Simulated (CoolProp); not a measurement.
Vapour-liquid equilibrium of propylene (1) + n-heptane (2) at 179 kPa; x and y are mole fractions of (1).

Model: multi-fluid Helmholtz-energy mixture model, Lemmon 2013 and Span 2003; pair parameters Bell 2016, in CoolProp.

```csv
x,bubble temperature (K),y at the bubble point,dew temperature at overall composition x (K),liquid density (mol/L)
0.05,350.7,(withheld),(withheld),(withheld)
0.2,284.9,0.985,383.5,(withheld)
0.35,(withheld),0.997,376.0,8.633
0.5,252.8,0.999,367.2,(withheld)
0.65,(withheld),0.999,356.0,10.69
0.8,243.7,1.000,340.0,(withheld)
0.95,240.2,1.000,307.3,13.51
```

### Question
Fill in the missing entries.

### Answer

- 0.05, y at the bubble point: 0.707
- 0.05, dew temperature at overall composition x (K): 390.1
- 0.05, liquid density (mol/L): 6.483
- 0.2, liquid density (mol/L): 7.687
- 0.35, bubble temperature (K): 262.9
- 0.5, liquid density (mol/L): 9.605
- 0.65, bubble temperature (K): 247.4
- 0.8, liquid density (mol/L): 11.97

No azeotrope shows between x = 0.05 and 0.95.

The pair parameters rest on a limited set of measurements; away from them the model extrapolates. The gap from Raoult's law changes sign with composition, which may be real or a fault of the pair parameters; it wasn't checked against measurements.
